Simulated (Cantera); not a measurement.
An adiabatic, constant-volume homogeneous reactor starts with CH4 : O2 : N2 = 1 : 2.53 : 9.52 (molar parts), at 1448 K and 1.00 atm.

Detailed kinetics in Cantera: GRI-Mech 3.0 (53 species, 325 reactions).

Predict: time of steepest temperature rise; temperature at 5.00 s; equilibrium temperature; x(O2) at 5.00 s; x(H2O) at 5.00 s.


| Property | Value |
|---|---|
| time of steepest temperature rise | 1.73 ms |
| temperature at 5.00 s | 2802 K |
| equilibrium temperature | 2802 K |
| x(O2) at 5.00 s | 0.0415 (gas-phase equilibrium 0.0415) |
| x(H2O) at 5.00 s | 0.126 (gas-phase equilibrium 0.126) |
